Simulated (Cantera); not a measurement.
Feed: 1 mol V2O5, 0.66 mol H2, 0.45 mol N2, held at 0.00133 bar.

Method: chemical equilibrium by Gibbs-energy minimisation in Cantera with the NASA 1993 tables (ideal gas, pure condensed phases). Candidate condensed phases: H2O, V, VN, VO, V2O3, V2O4, V2O5; 28 gas species. Condensed phases not in the tables: the oxides between V2O3 and V2O5 other than VO2. Kinetics and transport are ignored. All values below are at 1448 K.

Base state: H2O 0.515, N2 0.351, O2 0.132, OH 0.000518, NO 0.000498, H2 3.57e-5, VO2 1.95e-5, O 1.94e-5 (mole fractions); condensed: V2O4(s).

### Question
What changes in the equilibrium state with this change: H2 from 0.66 to 51 mol?

### Answer
```csv
species,before,after
H2,3.57e-5,0.952
H2O,0.515,0.0389
N2,0.351,0.00875
O2,0.132,<1e-9
VO2,1.95e-5,2.46e-7
NO,0.000498,<1e-9
O,1.94e-5,<1e-9
OH,0.000518,2.39e-7
H,1.51e-6,0.000246
"V2O4(s), mol",1.000,0
"V2O3(s), mol",0,1.000
```
